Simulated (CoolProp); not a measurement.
Ammonia along the isobar 13.5 MPa: fugacity coefficient from the reference equation and from simpler models built on Tc = 405.6 K, pc = 11.36 MPa, ω = 0.256; each cubic takes its own stable root.

Values from CoolProp's reference Helmholtz-energy equation of state, Gao 2020.

| T (K) | phase | reference |
|---|---|---|
| 359.6 | liquid | 0.2964 |
| 383.1 | liquid | 0.4231 |
| 406.7 | supercritical | 0.5622 |
| 430.3 | supercritical | 0.6658 |
| 453.8 | supercritical | 0.7269 |
| 477.4 | supercritical | 0.7734 |
| 501 | supercritical | 0.8104 |
| 524.5 | supercritical | 0.8403 |
| 548.1 | supercritical | 0.8650 |
| 571.7 | supercritical | 0.8856 |
| 595.2 | supercritical | 0.9028 |
| 618.8 | supercritical | 0.9174 |
| 642.4 | supercritical | 0.9298 |

**Question.** How far does each simpler model (van der Waals, Redlich-Kwong, Soave-Redlich-Kwong, Peng-Robinson) lie from the reference over these 13 states: mean and median of the absolute difference, and the worst?

**Answer.** 
- van der Waals: mean 8.5 %, median 3.2 %, worst +49.6 % at 359.6 K and 13.5 MPa
- Redlich-Kwong: mean 4.1 %, median 1.9 %, worst +20.8 % at 359.6 K and 13.5 MPa
- Soave-Redlich-Kwong: mean 3.4 %, median 2.1 %, worst +8.4 % at 359.6 K and 13.5 MPa
- Peng-Robinson: mean 1.3 %, median 1.1 %, worst +4.1 % at 359.6 K and 13.5 MPa
